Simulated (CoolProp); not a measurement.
Vapour-liquid equilibrium of R141b (1) + n-pentane (2) at 0.558 bar; x and y are mole fractions of (1).

Values from CoolProp's multi-fluid Helmholtz-energy mixture model, Lemmon 2006 and Thol 2019; pair parameters Bell 2016.

Task: Give the bubble temperature and the first vapour's composition at x = 0.05, 0.85, 0.95. Is there an azeotrope?

Result: x = 0.05: 291.7 K, y = 0.086; x = 0.85: 288.4 K, y = 0.827; x = 0.95: 288.9 K, y = 0.938. y crosses x between x = 0.55 and 0.65: the model has an azeotrope there.

The pair parameters rest on a limited set of measurements; away from them the model extrapolates.
